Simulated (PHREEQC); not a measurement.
# Silver or lead bath: speciation

A solution holds 0.0089 mol AgF, 0.076 mol KNO3 and 0.00093 mol Zn(NO3)2 per kg of water, at 92 °C. Closed to the air; pH follows from the charge balance.

All values are PHREEQC results (ion-association model, wateq4f.dat), not measurements.

Each row changes one thing in this solution. This is a speciation only: nothing precipitates in the calculation.

| case | pH | Zn+2 (mol/kgw) | ZnF+ (mol/kgw) | ZnOH+ (mol/kgw) | HF (mol/kgw) | HF2- (mol/kgw) | SI of Zincite(c) (ZnO) |
|---|---|---|---|---|---|---|---|
| as made | 6.07 | 0.000824 | 7.31e-5 | 3.26e-5 | 3.11e-5 | 1.14e-6 | +0.42 |
| AgF replaced by KF at the same molality | 6.07 | 0.000824 | 7.33e-5 | 3.27e-5 | 3.11e-5 | 1.15e-6 | +0.43 |
| KNO3 from 0.076 to 0.152 mol/kgw | 6.08 | 0.000841 | 5.97e-5 | 2.92e-5 | 2.78e-5 | 1.04e-6 | +0.36 |
| Zn(NO3)2 from 0.00093 to 9.3e-05 mol/kgw | 6.55 | 7.68e-5 | 6.94e-6 | 9.24e-6 | 1.04e-5 | 3.86e-7 | +0.36 |
| diluted 100-fold with water | 6.10 | 8.60e-6 | 1.84e-8 | 6.77e-7 | 3.87e-7 | 1.40e-10 | -1.13 |

Species that the database lacks are ignored. Some of these states are supersaturated (in Zincite(c) (slow to form), for instance). At this temperature some constants are extrapolated from 25 °C, and those without enthalpy data are left unchanged.
